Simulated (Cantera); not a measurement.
# Equilibrium for boron, boron nitride and boron oxide: B + N2 + H2

Input: 1 mol B, 50 mol N2, 40 mol H2, at 1330 Pa.

Equilibrium computed with Cantera from the NASA thermochemical tables; the gas is ideal and each condensed phase is pure. Candidate condensed phases: B, BN; 15 gas species. The tables' values for BH2 are old estimates; treat these amounts as uncertain. Kinetics and transport are ignored.

| T (°C) | x N2 | x H2 | x H | x B | x BH2 | x BH | n BN(s) | n B(s) |
|---|---|---|---|---|---|---|---|---|
| 1600 | 0.552 | 0.444 | 0.00373 | 4.80e-8 | 4.38e-6 | 1.39e-8 | 1.000 | 0 |
| 1650 | 0.552 | 0.443 | 0.00543 | 1.83e-7 | 9.10e-6 | 4.33e-8 | 0.999 | 0 |
| 1700 | 0.551 | 0.441 | 0.00776 | 6.54e-7 | 1.82e-5 | 1.27e-7 | 0.998 | 0 |
| 1750 | 0.550 | 0.439 | 0.0109 | 2.19e-6 | 3.51e-5 | 3.53e-7 | 0.997 | 0 |
| 1800 | 0.549 | 0.436 | 0.0150 | 6.92e-6 | 6.55e-5 | 9.33e-7 | 0.993 | 0 |
| 1850 | 0.547 | 0.432 | 0.0204 | 2.07e-5 | 0.000118 | 2.35e-6 | 0.987 | 0 |
| 1900 | 0.546 | 0.427 | 0.0273 | 5.88e-5 | 0.000207 | 5.66e-6 | 0.975 | 0 |
| 1950 | 0.543 | 0.420 | 0.0360 | 0.000160 | 0.000353 | 1.31e-5 | 0.951 | 0 |
| 2000 | 0.540 | 0.412 | 0.0467 | 0.000414 | 0.000584 | 2.91e-5 | 0.904 | 0 |
| 2050 | 0.538 | 0.400 | 0.0596 | 0.00101 | 0.000917 | 6.08e-5 | 0 | 0.811 |
x: gas mole fraction; n: condensed amount in mol.

From 1600 °C to 2000 °C the condensed part is BN(s). At 2050 °C the condensed part is B(s). The share of B in condensed phases is highest at 1600 °C (100.0 %) and lowest at 2050 °C (81.1 %).
